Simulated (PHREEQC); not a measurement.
Copper plating or etch bath

Dissolve 0.00077 mol CuSO4, 0.00032 mol HBF4 and 0.00013 mol NaCl per kg of water at 25 °C. Closed to the air; pH follows from the charge balance.

Computed with PHREEQC (ion-association model, phreeqc.dat).

This is a speciation only: nothing precipitates in the calculation.

### Question
Estimate the pH.

### Answer
pH 3.21.

### Question
In which forms is Cu present?

### Answer
Cu+2 91 %, CuSO4 7.6 %, CuF+ 0.9 % of the Cu.

Complexes and solids missing from the database can't appear. Real BF4- forms and hydrolyses slowly; the run takes it at equilibrium.
